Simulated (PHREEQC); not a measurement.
Make-up at 50 °C: 0.012 mol ZnCl2 and 0.0069 mol NaBr per kg of water. Closed to the air; pH follows from the charge balance.

Equilibrium calculation in PHREEQC: ion-association model, wateq4f.dat.

Precipitation was switched off in this run.

### Question
What pH does the model give?

### Answer
pH 5.21.

### Question
In which forms is Zn present?

### Answer
Zn+2 92 %, ZnCl+ 7.7 % of the Zn.

Species that the database lacks are ignored. Away from 25 °C the constants follow the database's enthalpies or fits; those with neither stay at their 25 °C values.
